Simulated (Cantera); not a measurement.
## Carbothermic reduction: CuO + CO + H2

Feed: 1 mol CuO, 2.4 mol CO, 1.9 mol H2, equilibrated at 78.0 Pa.

These are equilibrium values from Cantera (NASA tables, ideal gas, pure condensed phases), not measurements of a reactor. Candidate condensed phases: C, C6H6, C7H8, C8H18, Cu, CuO, Cu(OH)2, Cu2O, H2O; 113 gas species. The numbers say what is thermodynamically allowed, not how fast it happens.

From 848 K to 1348 K the condensed part is Cu(s). From 1448 K to 1648 K the condensed part is Cu(l). From 1748 K to 1848 K nothing is condensed.

| T (K) | x CO | x H2 | x Cu | x CO2 | x H2O | n Cu(s) | n Cu(l) |
|---|---|---|---|---|---|---|---|
| 848 | 0.383 | 0.385 | 1.49e-11 | 0.175 | 0.0571 | 1.00 | 0 |
| 948 | 0.403 | 0.364 | 2.21e-9 | 0.155 | 0.0775 | 1.00 | 0 |
| 1048 | 0.421 | 0.347 | 1.25e-7 | 0.137 | 0.0953 | 1.000 | 0 |
| 1148 | 0.436 | 0.332 | 3.49e-6 | 0.122 | 0.110 | 1.000 | 0 |
| 1248 | 0.448 | 0.319 | 5.65e-5 | 0.110 | 0.122 | 1.000 | 0 |
| 1348 | 0.458 | 0.309 | 0.000600 | 0.100 | 0.132 | 0.997 | 0 |
| 1448 | 0.464 | 0.300 | 0.00425 | 0.0915 | 0.140 | 0 | 0.982 |
| 1548 | 0.462 | 0.287 | 0.0231 | 0.0831 | 0.144 | 0 | 0.898 |
| 1648 | 0.430 | 0.258 | 0.101 | 0.0713 | 0.137 | 0 | 0.514 |
| 1748 | 0.391 | 0.228 | 0.188 | 0.0606 | 0.128 | 0 | 0 |
| 1848 | 0.393 | 0.222 | 0.188 | 0.0574 | 0.130 | 0 | 0 |
x: gas mole fraction; n: condensed amount in mol.
